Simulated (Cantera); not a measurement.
Feed: 1 mol SiH2Cl2, 88 mol N2, 0.048 mol Cl2, at 1.30 bar.

Equilibrium computed with Cantera from the NASA thermochemical tables; the gas is ideal and each condensed phase is pure. Candidate condensed phases: NH4Cl, Si, Si3N4; 28 gas species. The tables' values for SiCl3 are old estimates; treat these amounts as uncertain. The numbers say what is thermodynamically allowed, not how fast it happens. All values below are at 1325 °C.

Base state: N2 0.978, HCl 0.0165, H2 0.00292, SiCl2 0.00120, SiCl4 0.000685, SiCl3 0.000576, SiHCl3 1.74e-5, Cl 1.13e-5 (mole fractions); condensed: Si3N4(s).

Question: What changes in the equilibrium state with this change: pressure from 1.30 bar to 0.100 bar?

Answer: 
```json
[
 {"species": "N2", "before": "0.978", "after": "0.977"},
 {"species": "HCl", "before": "0.0165", "after": "0.0144"},
 {"species": "H2", "before": "0.00292", "after": "0.00395"},
 {"species": "SiCl2", "before": "0.00120", "after": "0.00373"},
 {"species": "SiCl4", "before": "0.000685", "after": "9.24e-5"},
 {"species": "SiHCl3", "before": "1.74e-5", "after": "3.63e-6"},
 {"species": "H", "before": "2.52e-6", "after": "1.06e-5"},
 {"species": "Cl", "before": "1.13e-5", "after": "3.05e-5"},
 {"species": "Si3N4(s), mol", "before": "0.260", "after": "0.208"}
]
```
